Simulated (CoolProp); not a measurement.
Aqueous ammonia as a coolant, at 2 °C, 1 atm.

Computed with CoolProp (Melinder's fits for secondary coolants).

```json
[
 {"mass %": "2.8", "freezing point (°C)": "-3.3", "viscosity (mPa s)": "1.80", "conductivity (W/(m K))": "(withheld)", "density (kg/m³)": "988.6", "Prandtl number": "14.0"},
 {"mass %": "5.2", "freezing point (°C)": "-6.3", "viscosity (mPa s)": "1.81", "conductivity (W/(m K))": "0.528", "density (kg/m³)": "979.4", "Prandtl number": "14.4"},
 {"mass %": "7.5", "freezing point (°C)": "-9.6", "viscosity (mPa s)": "(withheld)", "conductivity (W/(m K))": "0.515", "density (kg/m³)": "970.9", "Prandtl number": "14.9"},
 {"mass %": "9.9", "freezing point (°C)": "(withheld)", "viscosity (mPa s)": "1.86", "conductivity (W/(m K))": "0.501", "density (kg/m³)": "962.5", "Prandtl number": "15.7"},
 {"mass %": "12.3", "freezing point (°C)": "-17.7", "viscosity (mPa s)": "1.92", "conductivity (W/(m K))": "0.487", "density (kg/m³)": "954.5", "Prandtl number": "16.6"},
 {"mass %": "14.6", "freezing point (°C)": "-22.4", "viscosity (mPa s)": "1.99", "conductivity (W/(m K))": "0.474", "density (kg/m³)": "947.1", "Prandtl number": "17.7"},
 {"mass %": "17", "freezing point (°C)": "-28.0", "viscosity (mPa s)": "2.06", "conductivity (W/(m K))": "0.462", "density (kg/m³)": "939.7", "Prandtl number": "18.8"},
 {"mass %": "19.3", "freezing point (°C)": "-34.3", "viscosity (mPa s)": "2.10", "conductivity (W/(m K))": "0.451", "density (kg/m³)": "932.9", "Prandtl number": "19.7"},
 {"mass %": "21.7", "freezing point (°C)": "-42.1", "viscosity (mPa s)": "2.12", "conductivity (W/(m K))": "0.441", "density (kg/m³)": "925.9", "Prandtl number": "20.4"},
 {"mass %": "24.1", "freezing point (°C)": "-51.5", "viscosity (mPa s)": "2.11", "conductivity (W/(m K))": "(withheld)", "density (kg/m³)": "(withheld)", "Prandtl number": "20.6"},
 {"mass %": "26.4", "freezing point (°C)": "-62.3", "viscosity (mPa s)": "2.09", "conductivity (W/(m K))": "0.426", "density (kg/m³)": "912.8", "Prandtl number": "(withheld)"}
]
```

Q: Complete the blanks.

A: 
- 2.8, conductivity (W/(m K)): 0.543
- 7.5, viscosity (mPa s): 1.83
- 9.9, freezing point (°C): -13.4
- 24.1, conductivity (W/(m K)): 0.433
- 24.1, density (kg/m³): 919.1
- 26.4, Prandtl number: 20.8
